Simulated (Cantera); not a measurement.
A closed system holds: 1 mol V, 11 mol H₂O, 2.9 mol N₂, held at 1.00 bar.

These are equilibrium values from Cantera (NASA tables, ideal gas, pure condensed phases), not measurements of a reactor. Candidate condensed phases: H₂O, V, VN, VO, V₂O₃, V₂O₄, V₂O₅; 28 gas species. Condensed phases not in the tables: the oxides between V₂O₃ and V₂O₅ other than VO₂. The numbers say what is thermodynamically allowed, not how fast it happens.

Task: What share of the V ends up in condensed phases as a function of T (K), at 873, 1073, 1273, 1473, 1673, 1873, 2073, 2273, 2473?

Result: 
| T (K) | V condensed (%) | as |
|---|---|---|
| 873 | 100.0 | V₂O₃(s) |
| 1073 | 100.0 | V₂O₃(s) |
| 1273 | 100.0 | V₂O₃(s) |
| 1473 | 100.0 | V₂O₃(s) |
| 1673 | 100.0 | V₂O₃(s) |
| 1873 | 100.0 | V₂O₃(s) |
| 2073 | 99.3 | V₂O₃(s) |
| 2273 | 92.9 | V₂O₃(s) |
| 2473 | 60.8 | V₂O₃(l) |
